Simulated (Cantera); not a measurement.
A closed system holds: 1 mol CuO, 7.2 mol NF3, 30 mol N2, equilibrated at 1025 K and 1.10e-5 bar.

Equilibrium computed with Cantera from the NASA thermochemical tables; the gas is ideal and each condensed phase is pure. Candidate condensed phases: Cu, CuF2, CuO, Cu2O; 22 gas species. The numbers say what is thermodynamically allowed, not how fast it happens.

Base state: N2 0.614, F 0.358, CuF2 0.0183, O2 0.00914, F2 9.04e-5 (mole fractions); condensed: gas only.

Task: What changes in the equilibrium state with this change: NF3 from 7.2 to 1.8 mol?

Result: 
```csv
species,before,after
N2,0.614,0.863
F,0.358,0.0950
CuF2,0.0183,0.0279
O2,0.00914,0.0140
F2,9.04e-5,6.35e-6
NO,7.53e-6,1.10e-5
```

Task: What changes in the equilibrium state with this change: NF3 from 7.2 to 3.8 mol?

Result: 
| species | before | after |
|---|---|---|
| N2 | 0.614 | 0.745 |
| F | 0.358 | 0.220 |
| CuF2 | 0.0183 | 0.0234 |
| O2 | 0.00914 | 0.0117 |
| F2 | 9.04e-5 | 3.40e-5 |
